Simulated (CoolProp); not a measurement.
Vapour-liquid equilibrium of carbon dioxide (1) + hydrogen sulfide (2) at 569 kPa; x and y are mole fractions of (1).

Values from CoolProp's multi-fluid Helmholtz-energy mixture model, Span 1996 and Lemmon 2006; pair parameters Kunz 2012.

### Question
Give the bubble temperature and the first vapour's composition at x = 0.05, 0.35, 0.5. Is there an azeotrope?

### Answer
x = 0.05: 246.0 K, y = 0.277; x = 0.35: 226.3 K, y = 0.738; x = 0.5: 223.4 K, y = 0.795. No azeotrope shows between x = 0.05 and 0.95.

Pair parameters are fitted to limited data, so mixtures are less certain than the pure fluids.
